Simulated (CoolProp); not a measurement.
Vapour-liquid equilibrium of methane (1) + ethylene (2) at -144.45 °C; x and y are mole fractions of (1).

Values from CoolProp's multi-fluid Helmholtz-energy mixture model, Setzmann 1991 and Smukala 2000; pair parameters Bell 2016.

```json
[
 {"x": "0.05", "bubble pressure, mixture model (MPa)": "0.03165", "bubble pressure, Raoult's law (MPa)": "0.02062", "y, mixture model": "0.883", "y, Raoult's law": "0.823"},
 {"x": "0.125", "bubble pressure, mixture model (MPa)": "?", "bubble pressure, Raoult's law (MPa)": "0.04580", "y, mixture model": "0.950", "y, Raoult's law": "0.927"},
 {"x": "0.2", "bubble pressure, mixture model (MPa)": "?", "bubble pressure, Raoult's law (MPa)": "0.07097", "y, mixture model": "0.968", "y, Raoult's law": "0.957"},
 {"x": "0.275", "bubble pressure, mixture model (MPa)": "0.1348", "bubble pressure, Raoult's law (MPa)": "0.09614", "y, mixture model": "0.977", "y, Raoult's law": "0.971"},
 {"x": "0.35", "bubble pressure, mixture model (MPa)": "0.1613", "bubble pressure, Raoult's law (MPa)": "0.1213", "y, mixture model": "0.982", "y, Raoult's law": "0.979"},
 {"x": "0.425", "bubble pressure, mixture model (MPa)": "?", "bubble pressure, Raoult's law (MPa)": "0.1465", "y, mixture model": "0.985", "y, Raoult's law": "0.985"},
 {"x": "0.5", "bubble pressure, mixture model (MPa)": "?", "bubble pressure, Raoult's law (MPa)": "0.1717", "y, mixture model": "0.988", "y, Raoult's law": "0.989"},
 {"x": "0.575", "bubble pressure, mixture model (MPa)": "0.2243", "bubble pressure, Raoult's law (MPa)": "0.1968", "y, mixture model": "0.990", "y, Raoult's law": "0.992"},
 {"x": "0.65", "bubble pressure, mixture model (MPa)": "0.2424", "bubble pressure, Raoult's law (MPa)": "0.2220", "y, mixture model": "?", "y, Raoult's law": "0.994"},
 {"x": "0.725", "bubble pressure, mixture model (MPa)": "0.2604", "bubble pressure, Raoult's law (MPa)": "0.2472", "y, mixture model": "0.993", "y, Raoult's law": "0.996"},
 {"x": "0.8", "bubble pressure, mixture model (MPa)": "0.2790", "bubble pressure, Raoult's law (MPa)": "0.2723", "y, mixture model": "0.995", "y, Raoult's law": "0.997"},
 {"x": "0.875", "bubble pressure, mixture model (MPa)": "0.2994", "bubble pressure, Raoult's law (MPa)": "0.2975", "y, mixture model": "0.996", "y, Raoult's law": "0.998"},
 {"x": "0.95", "bubble pressure, mixture model (MPa)": "0.3222", "bubble pressure, Raoult's law (MPa)": "0.3227", "y, mixture model": "0.998", "y, Raoult's law": "0.999"}
]
```

### Question
Complete the blanks.

### Answer

- 0.125, bubble pressure, mixture model (MPa): 0.07018
- 0.2, bubble pressure, mixture model (MPa): 0.1046
- 0.425, bubble pressure, mixture model (MPa): 0.1845
- 0.5, bubble pressure, mixture model (MPa): 0.2053
- 0.65, y, mixture model: 0.991

The largest gap from Raoult's law is +53.5 % in bubble pressure, at x = 0.05. No azeotrope shows between x = 0.05 and 0.95.

Pair parameters are fitted to limited data, so mixtures are less certain than the pure fluids. With so large a gap from Raoult's law the liquid may split in two, which this calculation doesn't test in full.
